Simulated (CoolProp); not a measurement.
R125 along the isobar 898 kPa: Z from the reference equation and from simpler models built on Tc = 66.0 °C, pc = 3618 kPa, ω = 0.305; each cubic takes its own stable root.

Model: reference Helmholtz-energy equation of state, Lemmon 2005, in CoolProp.

| T (°C) | phase | reference | van der Waals | Redlich-Kwong | Soave-Redlich-Kwong |
|---|---|---|---|---|---|
| 0.95 | liquid | 0.03591 | 0.8604 | 0.8201 | 0.04020 |
| 19.85 | gas | 0.8350 | 0.8836 | 0.8564 | 0.8443 |
| 38.65 | gas | 0.8731 | 0.9015 | 0.8827 | 0.8769 |
| 57.45 | gas | 0.8996 | 0.9157 | 0.9027 | 0.9012 |
| 76.25 | gas | 0.9191 | 0.9272 | 0.9184 | 0.9199 |
| 95.05 | gas | 0.9338 | 0.9366 | 0.9309 | 0.9346 |
| 113.95 | gas | 0.9453 | 0.9445 | 0.9410 | 0.9465 |
| 132.75 | gas | 0.9544 | 0.9512 | 0.9493 | 0.9560 |
| 151.55 | gas | 0.9617 | 0.9568 | 0.9562 | 0.9638 |
| 170.35 | gas | 0.9677 | 0.9616 | 0.9619 | 0.9702 |
| 189.25 | gas | 0.9726 | 0.9658 | 0.9668 | 0.9756 |
| 208.05 | gas | 0.9768 | 0.9694 | 0.9710 | 0.9801 |
| 226.85 | gas | 0.9803 | 0.9726 | 0.9745 | 0.9839 |

At some of these states van der Waals, Redlich-Kwong gives the other phase, because its saturation line lies elsewhere.
